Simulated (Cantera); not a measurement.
Transport properties of process gases

Gas mixture: CH₄ = 0.4 (molar parts), at 1000000 Pa, frozen composition.

Cantera's kinetic-theory transport with the Lennard-Jones parameters of GRI-Mech 3.0, ideal gas; thermal conductivity in the mixture-averaged form. The composition is frozen, though it would react at the higher temperatures.

```csv
T (K),ρ (kg/m³),cp (J/kg/K),μ (µPa s),λ (mW/m/K),Pr,D (cm²/s) H₂O,D (cm²/s) H₂,D (cm²/s) OH
400,4.82,2526,14.4,50.7,0.720,0.0404,0.122,0.0554
550,3.51,3093,18.3,78.5,0.722,0.0742,0.210,0.0958
700,2.76,3656,21.7,109,0.726,0.116,0.314,0.144
850,2.27,4143,24.8,141,0.726,0.165,0.433,0.200
1000,1.93,4589,27.7,174,0.731,0.220,0.568,0.262
1150,1.68,4962,30.3,206,0.732,0.281,0.716,0.331
```
D: mixture-averaged diffusion coefficient of that species in the mixture.
